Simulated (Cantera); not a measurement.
A Cantera script and what it prints.

```python
import numpy as np
import cantera as ct

gas_names = """
    Fe H H2 H2S N NH NH2 NH3 N2 N2H2 N2H4 S SH SN S2 S8
""".split()
cond_names = """
    Fe(a) Fe(c) Fe(d) Fe(L) FeS(a) FeS(b) FeS(c) FeS(L) FeS2(s) S(cr1) S(cr2) S(L)
""".split()


# ... load() reads the species with a 1 bar reference pressure and builds the phases ...
atoms = {
    'FeS2': {'Fe': 1, 'S': 2},
    'H2': {'H': 2},
    'N2': {'N': 2},
}
top_T = {'FeS2(s)': 1010}  # K; cautious upper limits of use, not melting points


# ... equilibrate(T, P, feed) seeds the gas with the atoms and calls Mixture.equilibrate('TP', solver="vcs", rtol=1e-11, max_steps=5000) ...
results = []
feed = {'FeS2': 1, 'H2': 1.6, 'N2': 0.36}  # mol
T = 2000  # K
P = 5700  # Pa
mix = equilibrate(T, P, feed)
results.append((T, P, feed, dict(zip(mix.species_names, mix.species_moles))))
print(gas.report(threshold=1e-05))
for i in range(1, mix.n_phases):
    print(f"{mix.phase(i).name:16s} {mix.phase_moles(i):12.5e} mol")
```

Result:

```
       temperature   2000 K
          pressure   5700 Pa
           density   0.0064693 kg/m^3
  mean mol. weight   18.873 kg/kmol
   phase of matter   gas

                          1 kg             1 kmol
                     ---------------   ---------------
          enthalpy        4.5078e+06        8.5076e+07  J
   internal energy        3.6267e+06        6.8447e+07  J
           entropy             13544        2.5562e+05  J/K
    Gibbs function       -2.2581e+07       -4.2617e+08  J
 heat capacity c_p            1912.2             36089  J/K
 heat capacity c_v            1471.7             27775  J/K

                      mass frac. Y      mole frac. X     chem. pot. / RT
                     ---------------   ---------------   ---------------
                Fe         0.0098948          0.003344           -8.3472
                 H        0.00028304         0.0052995           -11.424
                H2           0.06466           0.60532           -22.847
               H2S          0.064309          0.035618           -37.272
                N2           0.21882           0.14742            -31.72
                 S         0.0094464         0.0055609           -14.424
                SH          0.040675          0.023215           -25.848
                S2            0.5919           0.17422           -28.849
     [   +8 minor]        1.1951e-05        5.0329e-06

Fe(L)             0.00000e+00 mol
FeS(L)            9.91834e-01 mol
S(L)              0.00000e+00 mol
```

These are equilibrium values from Cantera (NASA tables, ideal gas, pure condensed phases), not measurements of a reactor. FeS: taken at fixed stoichiometry.
